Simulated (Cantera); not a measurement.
**Thermodynamics of metals in furnace atmospheres, feed Fe + CO₂ + CO + N₂**

Input: 1 mol Fe, 0.068 mol CO₂, 12 mol CO, 0.24 mol N₂, held at 0.100 bar.

Method: chemical equilibrium by Gibbs-energy minimisation in Cantera with the NASA 1993 tables (ideal gas, pure condensed phases). Candidate condensed phases: C, Fe, Fe(CO)₅, FeO, Fe₂O₃, Fe₃O₄; 27 gas species. Equilibrium is a limit: real reactors are often held back by kinetics, nucleation or transport.

At 875 °C the condensed part is Fe(α). From 925 °C to 1175 °C the condensed part is Fe(γ).

```csv
T (°C),x CO,x N₂,x CO₂,x Fe,n Fe(α),n Fe(γ)
875,0.975,0.0195,0.00552,7.98e-11,1.00,0
925,0.975,0.0195,0.00552,4.64e-10,0,1.00
975,0.975,0.0195,0.00552,2.33e-9,0,1.00
1025,0.975,0.0195,0.00552,1.03e-8,0,1.00
1075,0.975,0.0195,0.00552,4.08e-8,0,1.000
1125,0.975,0.0195,0.00552,1.46e-7,0,1.000
1175,0.975,0.0195,0.00552,4.77e-7,0,1.000
```
x: gas mole fraction; n: condensed amount in mol.
